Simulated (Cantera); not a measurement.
Input (Python, Cantera) and output of one run.

```python
import numpy as np
import cantera as ct

gas_names = """
    B BH BH2 BH3 BN BO BO2 B2 B2O B2O2 B2O3 B3O3H3 H HBO HBO2 HNO HNO2 HNO3 HO2 H2 H2O H2O2 H3B3O6 N NH
    NH2 NH3 NH2OH NO NO2 NO3 N2 N2H2 N2H4 N2O O OH O2 O3
""".split()
cond_names = """
    B(b) B(L) BN(s) B2O3(L) B3O3H3(cr) H2O(s) H2O(L)
""".split()


# ... load() reads the species with a 1 bar reference pressure and builds the phases ...
atoms = {
    'BN': {'B': 1, 'N': 1},
    'O2': {'O': 2},
    'H2': {'H': 2},
}
top_T = {'BN(s)': 3200}  # K; cautious upper limits of use, not melting points


# ... equilibrate(T, P, feed) seeds the gas with the atoms and calls Mixture.equilibrate('TP', solver="vcs", rtol=1e-11, max_steps=5000) ...
results = []
T = 898.15  # K
P = 13332.2  # Pa
for m in [1.2, 1.7, 2.6, 3.9, 5.8, 8.6, 13]:
    feed = {'BN': 1, 'O2': m, 'H2': 9.3}  # mol
    mix = equilibrate(T, P, feed)
    results.append((T, P, feed, dict(zip(mix.species_names, mix.species_moles))))

top = {s: max(r[3][s] / sum(r[3][g] for g in gas_names) for r in results) for s in gas_names}
cols = sorted((s for s in top if top[s] > 0.0001), key=lambda s: -top[s])[:5]
seen = [c for c in cond_names if any(r[3].get(c, 0) > 1e-12 for r in results)]
print("log10 of partial pressures in bar; condensed amounts in mol")
print(f"{'n(O2)':>10s}" + "".join(f"{s[:9]:>10s}" for s in cols + seen))
for T, P, feed, n in results:
    ng = sum(n[g] for g in gas_names)
    print(f"{feed['O2']:10.4g}" + "".join(f"{np.log10(max(n[s] / ng * P / 1e5, 1e-99)):10.3f}" for s in cols)
          + "".join(f"{n.get(c, 0):10.4g}" for c in seen))
```

Result:

```
log10 of partial pressures in bar; condensed amounts in mol
     n(O2)       H2O        H2        O2        N2    H3B3O6   B2O3(L)
       1.2    -1.915    -0.942   -24.996    -2.167    -4.184    0.4928
       1.7    -1.592    -0.997   -24.240    -2.167    -3.700     0.478
       2.6    -1.304    -1.117   -23.423    -2.167    -3.268    0.4406
       3.9    -1.074    -1.387   -22.423    -2.165    -2.922    0.3687
       5.8    -0.923   -11.308    -2.278    -2.181    -2.695    0.2703
       8.6    -1.028   -11.812    -1.482    -2.288    -2.853    0.2959
        13    -1.154   -12.062    -1.233    -2.415    -3.042    0.3229
```

Cantera equilibrium calculation (NASA polynomials, part measured and part estimated; ideal gas, pure solids and liquids). Gases not in the tables: H3BO3.
